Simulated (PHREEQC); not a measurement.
A solution holds 0.0035 mol HF and 0.29 mol KF per kg of water, at 25 °C. Closed to the air; pH follows from the charge balance.

All values are PHREEQC results (ion-association model, phreeqc.dat), not measurements.

| Property | Value |
|---|---|
| pH | 5.21 |
| ionic strength | 0.290 mol/kgw |
| activity of water | 0.990 |
| specific conductance | 28200 µS/cm |
| density | 1.011 g/cm³ |
| total alkalinity | -3.50 meq/kg |

```json
[
 {"species": "K+", "molality": "0.290", "activity": "0.198", "log γ": "-0.165"},
 {"species": "F-", "molality": "0.288", "activity": "0.195", "log γ": "-0.170"},
 {"species": "HF2-", "molality": "0.00182", "activity": "0.00134", "log γ": "-0.134"},
 {"species": "HF", "molality": "0.00167", "activity": "0.00179", "log γ": "0.029"},
 {"species": "H+", "molality": "7.80e-6", "activity": "6.11e-6", "log γ": "-0.106"},
 {"species": "OH-", "molality": "2.42e-9", "activity": "1.64e-9", "log γ": "-0.170"}
]
```

This is a speciation only: nothing precipitates in the calculation.
